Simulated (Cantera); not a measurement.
A closed system holds: 1 mol SiC, 0.36 mol Si, 0.087 mol H2, at 1.20 bar.

Equilibrium computed with Cantera from the NASA thermochemical tables; the gas is ideal and each condensed phase is pure. Candidate condensed phases: C, C6H6, C7H8, C8H18, Si, SiC; 87 gas species. Mutual solubility and eutectic melting of coexisting phases are not modelled. Gases not in the tables: Si2H6 and higher silanes. Kinetics and transport are ignored. All values below are at 1750 °C.

Base state: H2 0.998, H 0.00173, SiH2 0.000121, Si 4.74e-5, SiH 3.34e-5, CH4 2.85e-5 (mole fractions); condensed: Si(l) + SiC(s).

What changes in the equilibrium state with this change: pressure from 1.20 bar to 1.33 mbar?


```csv
species,before,after
H2,0.998,0.905
H,0.00173,0.0495
Si,4.74e-5,0.0427
CH4,2.85e-5,2.60e-8
Si3,1.10e-7,9.91e-5
Si2C,1.43e-6,0.00129
Si2,5.19e-7,0.000467
SiH,3.34e-5,0.000953
"Si(l), mol",0.360,0.356
"SiC(s), mol",1.000,1.000
```
